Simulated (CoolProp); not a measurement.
Sulfur dioxide at 460.09 K and 24.5 MPa is throttled through a valve to 10.5 MPa with no heat exchange. Each further row changes one setting.

Model: reference Helmholtz-energy equation of state, Gao 2016, in CoolProp.

| case | temperature change (K) | final phase | final density (kg/m³) |
|---|---|---|---|
| as stated | -20.3 | supercritical | 748 |
| outlet pressure 3.15 MPa | -80.8 | ? | ? |
| outlet pressure 13.7 MPa | ? | supercritical | 804 |

### Question
Some entries are withheld; supply them.

### Answer

- outlet pressure 3.15 MPa, final phase: two-phase, vapour fraction 0.484
- outlet pressure 3.15 MPa, final density (kg/m³): 169
- outlet pressure 13.7 MPa, temperature change (K): -12.8
